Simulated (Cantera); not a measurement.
Charge: 1 mol Si2Cl6, 5.4 mol NH3, 1.6 mol N2, equilibrated at 1175 °C and 0.0133 bar.

Cantera equilibrium calculation (NASA polynomials, part measured and part estimated; ideal gas, pure solids and liquids). Candidate condensed phases: NH4Cl, Si, Si3N4; 28 gas species. The feed counts by its element totals alone. The tables' values for SiCl3 are old estimates; treat these amounts as uncertain. Kinetics and transport are ignored.

Problem. What is the equilibrium state?

Solution. 
| Property | Result |
|---|---|
| x(H2) | 0.400 |
| x(HCl) | 0.332 |
| x(N2) | 0.232 |
| x(SiCl2) | 0.0259 |
| x(SiCl3) | 0.00554 |
| x(SiCl4) | 0.00434 |
| x(SiHCl3) | 0.000448 |
| x(H) | 5.06e-5 |
| x(Cl) | 3.42e-5 |
| n(Si3N4(s)) | 0.494 mol |
| gas amount | 14.30 mol |
| log10 activity of Si(s) (absent) | -1.52 |
